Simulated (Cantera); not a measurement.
An isothermal plug-flow reactor at 1075 K and 88000 Pa (inlet), inlet velocity 4.1 m/s, active area per volume 2800 1/m; feed 0.315 % CH4, 10.7 % O2, 89.0 % N2.

Cantera simulation using Deutschmann's 1995 Pt surface mechanism with GRI-Mech 3.0 gas chemistry; the numbers are that mechanism's predictions, not measurements. Catalytic surfaces can have several steady states; this one follows from the mechanism file's or the stated starting coverage. Mass transfer to the wall is taken as infinitely fast.

One state of this run: x CH4 = 0.00282; x O2 = 0.106; x H2O = 0.000674; x CO2 = 0.000335; x CO = 2.11e-6; θ free Pt = 0.284; θ O* = 0.716; θ OH* = 0.000401. x: gas mole fraction; θ: surface coverage.

Problem. Which value of z (m) does it belong to?
A. 0.022
B. 0.001
C. 0.00047
D. 0.0022

Solution. B, 0.001
